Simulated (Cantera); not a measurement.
Charge: 1 mol SiH4, 0.0051 mol Cl2, 630 mol H2, equilibrated at 1.00 Torr.

These are equilibrium values from Cantera (NASA tables, ideal gas, pure condensed phases), not measurements of a reactor. Candidate condensed phases: Si; 19 gas species. Rates play no part. All values below are at 1225 K.

Base state: H2 1.000, HCl 1.61e-5 (mole fractions); condensed: Si(s).

Question: What changes in the equilibrium state with this change: Cl2 from 0.0051 to 0.82 mol?

Answer: 
```
species      before    after
----------  -------  -------
H2            1.000    0.997
HCl         1.61e-5  0.00256
SiCl2         <1e-9  1.60e-5
Si(s), mol    1.000    0.990
```
